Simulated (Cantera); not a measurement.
A closed system holds: 1 mol C2H2, 0.062 mol NH3, 2.2 mol N2, equilibrated at 2950 K and 60.0 Pa.

These are equilibrium values from Cantera (NASA tables, ideal gas, pure condensed phases), not measurements of a reactor. Candidate condensed phases: C, C6H6, C7H8, C8H18; 92 gas species. Rates play no part.

Base state: N2 0.405, H 0.401, C3 0.0890, CN 0.0420, C 0.0346, C2 0.0135, HCN 0.00564, H2 0.00530 (mole fractions); condensed: gas only.

**Question.** What changes in the equilibrium state with this change: temperature from 2950 K to 848.15 K?

**Answer.** 
```
species             before    after
----------------  --------  -------
N2                   0.405    0.671
H2                 0.00530    0.329
CH4                  <1e-9  4.15e-5
H                    0.401    <1e-9
C3                  0.0890    <1e-9
CN                  0.0420    <1e-9
C                   0.0346    <1e-9
C2                  0.0135    <1e-9
C2H                0.00152    <1e-9
HNC                0.00102    <1e-9
C5                0.000618    <1e-9
C(graphite), mol         0     2.00
```

**Question.** What changes in the equilibrium state with this change: temperature from 2950 K to 898 K?

**Answer.** 
```
species            before    after
----------------  -------  -------
N2                  0.405    0.671
H2                0.00530    0.329
CH4                 <1e-9  2.08e-5
H                   0.401  2.56e-9
C3                 0.0890    <1e-9
CN                 0.0420    <1e-9
C                  0.0346    <1e-9
C2                 0.0135    <1e-9
C2H               0.00152    <1e-9
HNC               0.00102    <1e-9
C(graphite), mol        0     2.00
```
